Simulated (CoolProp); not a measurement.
Vapour-liquid equilibrium of R22 (1) + R115 (2) at -51.05 °C; x and y are mole fractions of (1).

The numbers come from the multi-fluid Helmholtz-energy mixture model, Kamei 1995 and Lemmon 2016; pair parameters Bell 2016 in CoolProp.

### Question
Give the bubble pressure and the first vapour's composition at x = 0.35, 0.5, 0.95. Is there an azeotrope?

### Answer
x = 0.35: 0.07579 MPa, y = 0.407; x = 0.5: 0.07619 MPa, y = 0.480; x = 0.95: 0.06385 MPa, y = 0.911. y crosses x between x = 0.35 and 0.5: the model has an azeotrope there.

Pair parameters are fitted to limited data, so mixtures are less certain than the pure fluids.
